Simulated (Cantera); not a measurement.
A Cantera script and what it prints.

```python
import numpy as np
import cantera as ct

gas_names = """
    H H2 H2S N NH NH2 NH3 N2 N2H2 N2H4 Pb PbS Pb2 S SH SN S2 S8
""".split()
cond_names = """
    Pb(cr) Pb(L) PbS(s) PbS(L) S(cr1) S(cr2) S(L)
""".split()


# ... load() reads the species with a 1 bar reference pressure and builds the phases ...
atoms = {
    'Pb': {'Pb': 1},
    'H2S': {'H': 2, 'S': 1},
    'N2': {'N': 2},
}
top_T = {}  # K; cautious upper limits of use, not melting points


# ... equilibrate(T, P, feed) seeds the gas with the atoms and calls Mixture.equilibrate('TP', solver="vcs", rtol=1e-11, max_steps=5000) ...
results = []
T = 1848  # K
P = 100  # Pa
for m in [0.0014, 0.0027, 0.0051, 0.0095, 0.018, 0.034, 0.064, 0.12, 0.23, 0.43, 0.81]:
    feed = {'Pb': 1, 'H2S': m, 'N2': 1.4}  # mol
    mix = equilibrate(T, P, feed)
    results.append((T, P, feed, dict(zip(mix.species_names, mix.species_moles))))

top = {s: max(r[3][s] / sum(r[3][g] for g in gas_names) for r in results) for s in gas_names}
cols = sorted((s for s in top if top[s] > 0.0001), key=lambda s: -top[s])[:6]
seen = [c for c in cond_names if any(r[3].get(c, 0) > 1e-12 for r in results)]
print("log10 of partial pressures in bar; condensed amounts in mol")
print(f"{'n(H2S)':>10s}" + "".join(f"{s[:9]:>10s}" for s in cols + seen))
for T, P, feed, n in results:
    ng = sum(n[g] for g in gas_names)
    print(f"{feed['H2S']:10.4g}" + "".join(f"{np.log10(max(n[s] / ng * P / 1e5, 1e-99)):10.3f}" for s in cols)
          + "".join(f"{n.get(c, 0):10.4g}" for c in seen))
```

Result:

```
log10 of partial pressures in bar; condensed amounts in mol
    n(H2S)        N2        Pb        H2        S2       PbS         S
    0.0014    -3.234    -3.381    -6.385    -8.818    -6.271    -7.374
    0.0027    -3.235    -3.382    -6.059    -8.252    -5.988    -7.091
    0.0051    -3.235    -3.383    -5.754    -7.707    -5.717    -6.819
    0.0095    -3.236    -3.386    -5.464    -7.179    -5.456    -6.554
     0.018    -3.238    -3.391    -5.173    -6.645    -5.194    -6.288
     0.034    -3.241    -3.400    -4.890    -6.130    -4.945    -6.030
     0.064    -3.248    -3.415    -4.614    -5.641    -4.716    -5.786
      0.12    -3.260    -3.441    -4.349    -5.190    -4.516    -5.560
      0.23    -3.285    -3.486    -4.088    -4.769    -4.351    -5.349
      0.43    -3.328    -3.555    -3.858    -4.419    -4.244    -5.174
      0.81    -3.402    -3.657    -3.657    -4.128    -4.201    -5.029
```

Equilibrium computed with Cantera from the NASA thermochemical tables; the gas is ideal and each condensed phase is pure.
